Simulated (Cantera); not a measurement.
## Low-pressure radical oxidation in H2/O2

An isothermal, constant-pressure homogeneous reactor starts with 3.72 % H2, 80.9 % O2, 15.4 % N2, at 975 K and 0.00296 atm.

Model: the H2/O2 subset of GRI-Mech 3.0, which has no nitrogen chemistry, integrated in Cantera. Radical loss at walls, strong at low pressure, is not modelled. The temperature is held fixed by assumption; the heat of reaction is taken as removed at once.

| t (s) | x H2 | x O2 | x HO2 | x O | x OH |
|---|---|---|---|---|---|
| 0.000100 | 0.0372 | 0.809 | 3.26e-12 | <1e-12 | <1e-12 |
| 0.000528 | 0.0372 | 0.809 | 1.72e-11 | 4.42e-12 | 3.66e-12 |
| 0.00278 | 0.0372 | 0.809 | 9.12e-11 | 9.94e-11 | 5.35e-11 |
| 0.0147 | 0.0372 | 0.809 | 7.39e-10 | 4.20e-8 | 1.91e-8 |
| 0.0775 | 0.000891 | 0.786 | 1.35e-6 | 0.0177 | 0.00128 |
| 0.409 | 0.000262 | 0.797 | 1.10e-6 | 0.00846 | 0.000700 |
| 2.16 | 2.32e-5 | 0.805 | 4.64e-7 | 0.000756 | 0.000205 |
| 11.4 | 9.08e-7 | 0.805 | 6.46e-8 | 3.11e-5 | 4.15e-5 |
| 60.0 | 5.52e-8 | 0.805 | 6.37e-9 | 1.98e-6 | 1.05e-5 |
x: mole fraction; the columns are a selection and need not sum to one.

Equilibrium at this temperature and pressure: H2 3.16e-11, O2 0.805, HO2 2.44e-10, O 1.19e-9, OH 2.57e-7 (gas phase only).
